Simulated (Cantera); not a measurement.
Input: 1 mol SiH₂Cl₂, 0.23 mol N₂, equilibrated at 702 °C and 19.0 Pa.

Method: chemical equilibrium by Gibbs-energy minimisation in Cantera with the NASA 1993 tables (ideal gas, pure condensed phases). Candidate condensed phases: NH₄Cl, Si, Si₃N₄; 28 gas species. N₂ is the only nitrogen source here; it is nearly inert below about 1500 K, so the nitride shown seldom forms there in practice. The tables' values for SiCl₃ are old estimates; treat these amounts as uncertain. Rates play no part.

Base state: H₂ 0.599, SiCl₄ 0.275, HCl 0.0826, SiCl₂ 0.0184, SiCl₃ 0.0134, SiHCl₃ 0.0114, SiH₂Cl₂ 4.95e-5 (mole fractions); condensed: Si(s) + Si₃N₄(s).

Task: What changes in the equilibrium state with this change: pressure from 19.0 Pa to 7.40 Pa?

Result: 
```json
[
 {"species": "H₂", "before": "0.599", "after": "0.584"},
 {"species": "SiCl₄", "before": "0.275", "after": "0.261"},
 {"species": "HCl", "before": "0.0826", "after": "0.102"},
 {"species": "SiCl₂", "before": "0.0184", "after": "0.0287"},
 {"species": "SiHCl₃", "before": "0.0114", "after": "0.00855"},
 {"species": "SiCl₃", "before": "0.0134", "after": "0.0163"},
 {"species": "SiH₂Cl₂", "before": "4.95e-5", "after": "2.93e-5"},
 {"species": "Si(s), mol", "before": "0.163", "after": "0.163"},
 {"species": "Si₃N₄(s), mol", "before": "0.115", "after": "0.115"}
]
```
